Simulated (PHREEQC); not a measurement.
Dissolve 0.025 mol/kgw RbOH at 66 °C. It is in equilibrium with CO2 at log p = 0 (atm). Otherwise closed; pH follows from the charge balance.

Model: ion-association model, wateq4f.dat, run in PHREEQC.

Precipitation was switched off in this run.

Task: Predict the pH.

Result: pH 6.45.

Task: In which forms is C present?

Result: HCO3- 63 %, CO2 37 % of the C.

Constants without temperature data keep their 25 °C values here.
